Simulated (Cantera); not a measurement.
A perfectly stirred reactor is fed with NH3 : N2 = 1 : 26 (molar parts), at 0.0680 bar; it is held at 1723 K, and followed from long to short residence time.

Cantera simulation using the gas-phase N/H chemistry of the illustrative SiF4/NH3 mechanism in the Surface Chemkin manual (1991); the numbers are that mechanism's predictions, not measurements. Walls and surfaces, which speed up NH3 decomposition in real reactors, are not modelled.

Q: What does this change do: temperature 1723 to 1675 K?

A: 
| quantity | before | after |
|---|---|---|
| x(NH3) at τ = 2.30 s | 0.0264 | 0.0299 |
| x(N2H2) at τ = 2.30 s | 8.97e-8 | 9.15e-8 |
| x(NH) at τ = 2.30 s | 1.28e-6 | 9.04e-7 |
| x(N2H4) at τ = 2.30 s | 9.39e-10 | 1.28e-9 |
| x(NH2) at τ = 2.30 s | 4.63e-5 | 4.10e-5 |
| x(NH3) at τ = 37.0 ms | 0.0369 | 0.0370 |
| x(N2H2) at τ = 37.0 ms | 4.72e-8 | 1.87e-8 |
| x(NH) at τ = 37.0 ms | 2.89e-7 | 1.19e-7 |
| x(N2H4) at τ = 37.0 ms | 1.15e-9 | 5.63e-10 |
| x(NH2) at τ = 37.0 ms | 5.12e-5 | 2.73e-5 |
